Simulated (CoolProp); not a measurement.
Aqueous potassium acetate as a coolant, 41 % by mass, freezing at -44.2 °C, 1 atm.

Values from CoolProp's Melinder's fits for secondary coolants.

```tsv
T (°C)	cp (kJ/(kg K))	Prandtl number	density (kg/m³)	viscosity (mPa s)
-43	2.774	674	1244	97.2
-33.9	2.797	313	1242	45.9
-24.9	2.820	164	1240	24.4
-15.8	2.842	94.7	1236	14.3
-6.7	2.865	59.6	1233	9.12
2.3	2.887	40.6	1229	6.30
11.4	2.910	29.2	1225	4.60
20.4	2.933	22.2	1221	3.53
29.5	2.958	17.3	1216	2.80
38.5	2.982	13.9	1211	2.27
```
